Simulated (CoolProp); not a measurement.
Vapour-liquid equilibrium of cyclohexane (1) + n-octane (2) at 11.5 bar; x and y are mole fractions of (1).

Computed with CoolProp (multi-fluid Helmholtz-energy mixture model, Zhou 2014 and Beckmüller 2019; pair parameters Bell 2016).

```
x      bubble temperature, mixture model (K)  bubble temperature, Raoult's law (K)  y, mixture model  y, Raoult's law
-----  -------------------------------------  ------------------------------------  ----------------  ---------------
0.05                                     [?]                                 512.3             0.078            0.104
0.125                                  508.5                                 507.0             0.191            0.242
0.2                                    504.0                                 502.1               [?]            0.361
0.275                                  499.6                                 497.4             0.396            0.464
0.35                                   495.3                                 493.0             0.487            0.554
0.425                                  491.1                                 488.9               [?]            0.633
0.5                                    487.0                                 485.0             0.647            0.702
0.575                                  483.1                                 481.3               [?]            0.763
0.65                                   479.3                                 477.7             0.779            0.817
0.725                                  475.6                                 474.4             0.835            0.865
0.8                                    472.1                                 471.2               [?]            0.908
0.875                                  468.7                                 468.2             0.933            0.945
0.95                                   465.5                                 465.3             0.974            0.979
```

**Question.** Some entries are withheld; supply them.

**Answer.** 
- 0.05, bubble temperature, mixture model (K): 513.0
- 0.2, y, mixture model: 0.297
- 0.425, y, mixture model: 0.571
- 0.575, y, mixture model: 0.716
- 0.8, y, mixture model: 0.886

The largest gap from Raoult's law is +2.3 K in bubble temperature, at x = 0.35. No azeotrope shows between x = 0.05 and 0.95.

The pair parameters rest on a limited set of measurements; away from them the model extrapolates.
